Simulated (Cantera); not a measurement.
What does this Cantera script print?

```python
import numpy as np
import cantera as ct

gas_names = [...]  # 109 gases of nasa_gas.yaml made of C, Cl, H, Si
cond_names = """
    C(gr) C6H6(L) C7H8(L) C8H18(L),n-octa Si(cr) Si(L) SiC(b)
""".split()


# ... load() reads the species with a 1 bar reference pressure and builds the phases ...
atoms = {
    'CH3SiCl3': {'C': 1, 'H': 3, 'Si': 1, 'CL': 3},
    'CH4': {'C': 1, 'H': 4},
    'H2': {'H': 2},
    'C3H8': {'C': 3, 'H': 8},
}
top_T = {'C(gr)': 4500, 'SiC(b)': 3050}  # K; cautious upper limits of use, not melting points


# ... equilibrate(T, P, feed) seeds the gas with the atoms and calls Mixture.equilibrate('TP', solver="vcs", rtol=1e-11, max_steps=5000) ...
results = []
feed = {'CH3SiCl3': 1, 'CH4': 0.01, 'H2': 4.7, 'C3H8': 0.094}  # mol
P = 410  # Pa
for T in [1523, 1573, 1623, 1673, 1723, 1773, 1823, 1873, 1923, 1973]:
    mix = equilibrate(T, P, feed)
    results.append((T, P, feed, dict(zip(mix.species_names, mix.species_moles))))

top = {s: max(r[3][s] / sum(r[3][g] for g in gas_names) for r in results) for s in gas_names}
cols = sorted((s for s in top if top[s] > 0.001), key=lambda s: -top[s])[:9]
seen = [c for c in cond_names if any(r[3].get(c, 0) > 1e-12 for r in results)]
print("log10 of partial pressures in bar; condensed amounts in mol")
print(f"{'T/K':>10s}" + "".join(f"{s[:9]:>10s}" for s in cols + seen))
for T, P, feed, n in results:
    ng = sum(n[g] for g in gas_names)
    print(f"{T:10.4g}" + "".join(f"{np.log10(max(n[s] / ng * P / 1e5, 1e-99)):10.3f}" for s in cols)
          + "".join(f"{n.get(c, 0):10.4g}" for c in seen))
```

It prints:

```
log10 of partial pressures in bar; condensed amounts in mol
       T/K        H2       HCL     SiCL2         H        CL     C(gr)    SiC(b)
      1523    -2.584    -2.833    -4.666    -5.928    -6.272    0.3377    0.9541
      1573    -2.584    -2.835    -4.577    -5.683    -6.034    0.3468    0.9449
      1623    -2.583    -2.839    -4.495    -5.452    -5.811    0.3572    0.9344
      1673    -2.582    -2.843    -4.421    -5.235    -5.603    0.3686    0.9228
      1723    -2.582    -2.847    -4.352    -5.030    -5.406     0.381    0.9101
      1773    -2.581    -2.853    -4.290    -4.837    -5.222    0.3941    0.8964
      1823    -2.581    -2.859    -4.233    -4.654    -5.049     0.408    0.8818
      1873    -2.581    -2.865    -4.181    -4.481    -4.886    0.4225    0.8662
      1923    -2.582    -2.873    -4.135    -4.317    -4.732    0.4376    0.8496
      1973    -2.584    -2.882    -4.093    -4.162    -4.587    0.4536    0.8314
```

Equilibrium computed with Cantera from the NASA thermochemical tables; the gas is ideal and each condensed phase is pure. The feed counts by its element totals alone. The tables' values for SiCl, SiCl3 are old estimates; treat these amounts as uncertain.
